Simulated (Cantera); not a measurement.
Input: 1 mol SiH4, 28 mol N2, 23 mol NH3, at 1302 °C and 21.0 mbar.

These are equilibrium values from Cantera (NASA tables, ideal gas, pure condensed phases), not measurements of a reactor. Candidate condensed phases: Si, Si3N4; 18 gas species. Kinetics and transport are ignored.

Base state: N2 0.515, H2 0.484, H 0.000200 (mole fractions); condensed: Si3N4(s).

What changes in the equilibrium state with this change: NH3 from 23 to 0.26 mol?


| species | before | after |
|---|---|---|
| N2 | 0.515 | 0.920 |
| H2 | 0.484 | 0.0800 |
| H | 0.000200 | 8.11e-5 |
| Si3N4(s), mol | 0.333 | 0.333 |

What changes in the equilibrium state with this change: NH3 from 23 to 0.27 mol?


```csv
species,before,after
N2,0.515,0.919
H2,0.484,0.0805
H,0.000200,8.13e-5
"Si3N4(s), mol",0.333,0.333
```
